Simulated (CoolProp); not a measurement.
Vapour-liquid equilibrium of diethyl ether (1) + n-hexane (2) at 7.96 bar; x and y are mole fractions of (1).

Values from CoolProp's multi-fluid Helmholtz-energy mixture model, Thol 2014 and Thol 2019; pair parameters Bell 2016.

| x | bubble temperature, mixture model (K) | bubble temperature, Raoult's law (K) | y, mixture model | y, Raoult's law |
|---|---|---|---|---|
| 0.05 | 422.2 | 422.6 | 0.102 | 0.111 |
| 0.125 | 417.0 | 417.8 | 0.235 | 0.255 |
| 0.2 | 412.5 | 413.5 | 0.346 | 0.376 |
| 0.275 | 408.5 | 409.5 | 0.443 | 0.480 |
| 0.35 | 404.8 | 405.7 | 0.527 | 0.569 |
| 0.425 | 401.5 | 402.3 | 0.601 | 0.646 |
| 0.5 | 398.4 | 399.0 | 0.668 | 0.713 |
| 0.575 | 395.5 | 396.0 | 0.730 | 0.772 |
| 0.65 | 392.9 | 393.2 | 0.786 | 0.824 |
| 0.725 | 390.3 | 390.5 | 0.838 | 0.870 |
| 0.8 | 387.9 | 388.0 | 0.886 | 0.911 |
| 0.875 | 385.6 | 385.6 | 0.931 | 0.947 |
| 0.95 | 383.4 | 383.4 | 0.973 | 0.980 |

The largest gap from Raoult's law is -1.0 K in bubble temperature, at x = 0.275. No azeotrope shows between x = 0.05 and 0.95.

Pair parameters are fitted to limited data, so mixtures are less certain than the pure fluids.
